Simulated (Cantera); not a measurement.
Cantera run:

```python
import numpy as np
import cantera as ct

gas_names = [...]  # 123 gases of nasa_gas.yaml made of C, H, O, Si
cond_names = """
    C(gr) C6H6(L) C7H8(L) C8H18(L),n-octa H2O(s) H2O(L) Si(cr) Si(L) SiC(b) SiO2(Lqz) SiO2(hqz) SiO2(L)
""".split()


# ... load() reads the species with a 1 bar reference pressure and builds the phases ...
atoms = {
    'HMDSO': {'Si': 2, 'C': 6, 'H': 18, 'O': 1},
    'O3': {'O': 3},
    'H2': {'H': 2},
}
top_T = {'C(gr)': 4500, 'SiC(b)': 3050}  # K; cautious upper limits of use, not melting points


# ... equilibrate(T, P, feed) seeds the gas with the atoms and calls Mixture.equilibrate('TP', solver="vcs", rtol=1e-11, max_steps=5000) ...
results = []
T = 723.15  # K
P = 930  # Pa
for m in [0.56, 0.71, 0.91, 1.2, 1.5, 1.9, 2.4, 3.1, 3.9, 5, 6.4, 8.1]:
    feed = {'HMDSO': 1, 'O3': m, 'H2': 46}  # mol
    mix = equilibrate(T, P, feed)
    results.append((T, P, feed, dict(zip(mix.species_names, mix.species_moles))))

top = {s: max(r[3][s] / sum(r[3][g] for g in gas_names) for r in results) for s in gas_names}
cols = sorted((s for s in top if top[s] > 0.0001), key=lambda s: -top[s])[:9]
seen = [c for c in cond_names if any(r[3].get(c, 0) > 1e-12 for r in results)]
print("log10 of partial pressures in bar; condensed amounts in mol")
print(f"{'n(O3)':>10s}" + "".join(f"{s[:9]:>10s}" for s in cols + seen))
for T, P, feed, n in results:
    ng = sum(n[g] for g in gas_names)
    print(f"{feed['O3']:10.4g}" + "".join(f"{np.log10(max(n[s] / ng * P / 1e5, 1e-99)):10.3f}" for s in cols)
          + "".join(f"{n.get(c, 0):10.4g}" for c in seen))
```

Result:

```
log10 of partial pressures in bar; condensed amounts in mol
     n(O3)        H2       H2O       CO2       CH4        CO     C(gr)    SiC(b) SiO2(Lqz)
      0.56    -2.052   -12.762   -22.846    -3.377   -13.019     2.965      0.66      1.34
      0.71    -2.052   -12.762   -22.846    -3.377   -13.019      3.19     0.435     1.565
      0.91    -2.052   -12.762   -22.846    -3.377   -13.019      3.49     0.135     1.865
       1.2    -2.056    -4.187    -5.686    -3.386    -4.439     3.446         0         2
       1.5    -2.063    -3.818    -4.935    -3.400    -4.063     3.157         0         2
       1.9    -2.071    -3.597    -4.476    -3.417    -3.834     2.742         0         2
       2.4    -2.081    -3.443    -4.148    -3.437    -3.670     2.187         0         2
       3.1    -2.095    -3.314    -3.864    -3.464    -3.528      1.36         0         2
       3.9    -2.109    -3.222    -3.650    -3.493    -3.421    0.3617         0         2
         5    -2.125    -3.078    -3.468    -3.660    -3.399         0         0         2
       6.4    -2.147    -2.908    -3.328    -3.949    -3.450         0         0         2
       8.1    -2.183    -2.742    -3.226    -4.321    -3.550         0         0         2
```

These are equilibrium values from Cantera (NASA tables, ideal gas, pure condensed phases), not measurements of a reactor. The feed counts by its element totals alone.
